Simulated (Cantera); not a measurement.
An adiabatic, constant-pressure homogeneous reactor starts with 8.03 % CO, 12.0 % H₂, 0.803 % CH₄, 16.6 % O₂, 62.5 % N₂, at 1273 K and 3.40 bar.

Computed with Cantera and GRI-Mech 3.0 (53 species, 325 reactions).

Question: Predict: time of steepest temperature rise; temperature at 0.800 s; equilibrium temperature; x(CO) at 0.800 s; x(H₂) at 0.800 s; x(N₂O) at 0.800 s; x(H₂O) at 0.800 s.

Answer: 
```
Item                                                                Result
---------------------------------  ---------------------------------------
time of steepest temperature rise                                  15.4 µs
temperature at 0.800 s                                              2644 K
equilibrium temperature                                             2644 K
x(CO) at 0.800 s                     0.0148 (gas-phase equilibrium 0.0148)
x(H₂) at 0.800 s                   0.00379 (gas-phase equilibrium 0.00379)
x(N₂O) at 0.800 s                  1.29e-6 (gas-phase equilibrium 1.29e-6)
x(H₂O) at 0.800 s                      0.138 (gas-phase equilibrium 0.138)
```
